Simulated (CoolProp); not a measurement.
A simple Rankine cycle with R113: condensing at 322.15 K, boiler at 0.593 MPa, turbine inlet 401.7 K, turbine efficiency 0.75, pump efficiency 0.6, no recuperator. Each further row changes one setting.

The numbers come from the reference Helmholtz-energy equation of state, Marx 1992 in CoolProp.

```json
[
 {"case": "as stated", "thermal efficiency (%)": "10.1", "net work (kJ/kg)": "19.7", "heat in (kJ/kg)": "195", "turbine exit temperature (K)": "365.9", "volume ratio over the turbine": "5.65"},
 {"case": "turbine inlet 421.7 K", "thermal efficiency (%)": "10.0", "net work (kJ/kg)": "21.0", "heat in (kJ/kg)": "210", "turbine exit temperature (K)": "385.9", "volume ratio over the turbine": "5.57"},
 {"case": "condensing temperature 314.15 K", "thermal efficiency (%)": "11.3", "net work (kJ/kg)": "22.7", "heat in (kJ/kg)": "202", "turbine exit temperature (K)": "361.1", "volume ratio over the turbine": "7.35"},
 {"case": "boiler pressure 0.415 MPa", "thermal efficiency (%)": "8.2", "net work (kJ/kg)": "16.2", "heat in (kJ/kg)": "197", "turbine exit temperature (K)": "374.3", "volume ratio over the turbine": "3.87"},
 {"case": "turbine efficiency 0.65", "thermal efficiency (%)": "8.7", "net work (kJ/kg)": "17.0", "heat in (kJ/kg)": "195", "turbine exit temperature (K)": "369.6", "volume ratio over the turbine": "5.72"}
]
```
